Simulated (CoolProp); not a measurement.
1,2-dichloroethane along the isobar 3.87 MPa: Z from the reference equation and from simpler models built on Tc = 288.4 °C, pc = 5.226 MPa, ω = 0.269; each cubic takes its own stable root.

Computed with CoolProp (reference Helmholtz-energy equation of state, Thol 2015).

| T (°C) | phase | reference |
|---|---|---|
| 127.85 | liquid | 0.1054 |
| 140.25 | liquid | 0.1043 |
| 152.65 | liquid | 0.1035 |
| 164.95 | liquid | 0.1029 |
| 177.35 | liquid | 0.1026 |
| 189.75 | liquid | 0.1025 |
| 202.15 | liquid | 0.1028 |
| 214.45 | liquid | 0.1034 |
| 226.85 | liquid | 0.1045 |

Q: How far does each simpler model (Redlich-Kwong, Peng-Robinson) lie from the reference over these 9 states: mean and median of the absolute difference, and the worst?

A: 
- Redlich-Kwong: mean 21.5 %, median 20.9 %, worst +26.0 % at 226.85 °C and 3.87 MPa
- Peng-Robinson: mean 2.5 %, median 1.9 %, worst +5.7 % at 226.85 °C and 3.87 MPa
